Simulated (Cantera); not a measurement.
**Thermodynamics of titanium nitride, carbide and oxide coatings, feed TiCl4 + H2O**

Charge: 1 mol TiCl4, 19 mol H2O, equilibrated at 1850 °C.

Equilibrium computed with Cantera from the NASA thermochemical tables; the gas is ideal and each condensed phase is pure. Candidate condensed phases: H2O, Ti, TiCl2, TiCl3, TiCl4, TiO, TiO2, Ti2O3, Ti3O5, Ti4O7; 23 gas species. Gases not in the tables: TiO(OH)2. Rates play no part.

```json
[
 {"P (Pa)": "10", "x H2O": "0.432", "x HCl": "0.0851", "x H2": "0.132", "x H": "0.130", "x Cl": "0.0618", "x OH": "0.0528", "x O2": "0.0515", "x O": "0.0370", "x TiO2": "0.0179", "n TiO2(rutile)": "0.510"},
 {"P (Pa)": "63", "x H2O": "0.610", "x HCl": "0.127", "x H2": "0.0938", "x H": "0.0438", "x Cl": "0.0434", "x OH": "0.0353", "x O2": "0.0323", "x O": "0.0117", "x TiO2": "0.00284", "n TiO2(rutile)": "0.933"},
 {"P (Pa)": "400", "x H2O": "0.706", "x HCl": "0.154", "x H2": "0.0571", "x H": "0.0136", "x Cl": "0.0268", "x OH": "0.0207", "x O2": "0.0183", "x O": "0.00349", "x TiO2": "0.000447", "n TiO2(rutile)": "0.990"},
 {"P (Pa)": "2500", "x H2O": "0.755", "x HCl": "0.170", "x H2": "0.0329", "x H": "0.00412", "x Cl": "0.0156", "x OH": "0.0117", "x O2": "0.0101", "x O": "0.00104", "x TiO2": "7.15e-5", "n TiO2(rutile)": "0.998"},
 {"P (Pa)": "16000", "x H2O": "0.781", "x HCl": "0.179", "x H2": "0.0183", "x H": "0.00121", "x Cl": "0.00873", "x OH": "0.00641", "x O2": "0.00549", "x O": "0.000302", "x TiO2": "1.12e-5", "n TiO2(rutile)": "1.000"},
 {"P (Pa)": "100000", "x H2O": "0.794", "x HCl": "0.184", "x H2": "0.0101", "x H": "0.000361", "x Cl": "0.00483", "x OH": "0.00351", "x O2": "0.00298", "x O": "8.91e-5", "x TiO2": "1.79e-6", "n TiO2(rutile)": "1.000"}
]
```
x: gas mole fraction; n: condensed amount in mol.

From 0.000100 bar to 1.00 bar the condensed part is TiO2(rutile).
